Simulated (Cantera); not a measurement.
# Hg + N₂ (iron carbonyl, mercury and lead vapours)

A closed system holds: 1 mol Hg, 99 mol N₂, at 775 K and 1 atm.

Method: chemical equilibrium by Gibbs-energy minimisation in Cantera with the NASA 1993 tables (ideal gas, pure condensed phases). Candidate condensed phases: Hg; 3 gas species. The numbers say what is thermodynamically allowed, not how fast it happens.

- x(N₂) = 0.990
- x(Hg) = 0.0100
- gas amount = 100.0 mol
- log10 activity of Hg(l) (absent) = -2.91
